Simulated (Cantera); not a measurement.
**Gas-phase reforming**

An isothermal, constant-pressure homogeneous reactor starts with 55.2 % CH4, 44.8 % H2O, at 1525 K and 7500 Torr.

Cantera simulation using GRI-Mech 3.0 (53 species, 325 reactions); the numbers are that mechanism's predictions, not measurements.

| t (s) | x CH4 | x H2O | x CH2CO | x CH2O | x CH3 | x O2 | x CO |
|---|---|---|---|---|---|---|---|
| 1.00e-5 | 0.552 | 0.448 | <1e-12 | 2.34e-9 | 5.14e-5 | <1e-12 | 1.04e-11 |
| 5.37e-5 | 0.552 | 0.447 | <1e-12 | 6.51e-8 | 8.37e-5 | <1e-12 | 4.02e-9 |
| 0.000289 | 0.550 | 0.447 | 1.18e-10 | 6.48e-7 | 0.000105 | <1e-12 | 2.86e-7 |
| 0.00155 | 0.540 | 0.446 | 7.75e-8 | 4.67e-6 | 0.000144 | <1e-12 | 1.87e-5 |
| 0.00833 | 0.479 | 0.430 | 6.60e-6 | 4.53e-6 | 0.000122 | 1.70e-12 | 0.000261 |
| 0.0447 | 0.321 | 0.386 | 2.11e-5 | 2.24e-6 | 7.93e-5 | <1e-12 | 0.00226 |
| 0.240 | 0.248 | 0.343 | 2.06e-5 | 1.50e-6 | 6.96e-5 | <1e-12 | 0.0146 |
| 1.29 | 0.249 | 0.264 | 8.84e-6 | 9.07e-7 | 6.30e-5 | <1e-12 | 0.0546 |
| 6.93 | 0.207 | 0.158 | 2.49e-6 | 5.31e-7 | 4.56e-5 | <1e-12 | 0.123 |
| 37.2 | 0.134 | 0.0713 | 1.04e-6 | 5.40e-7 | 2.64e-5 | <1e-12 | 0.184 |
| 200 | 0.0761 | 0.0185 | 5.68e-7 | 6.68e-7 | 1.41e-5 | <1e-12 | 0.223 |
x: mole fraction; the columns are a selection and need not sum to one.

Equilibrium at this temperature and pressure: CH4 0.0549, H2O 0.000489, CH2CO 4.18e-7, CH2O 7.29e-7, CH3 9.95e-6, O2 <1e-12, CO 0.236 (gas phase only).
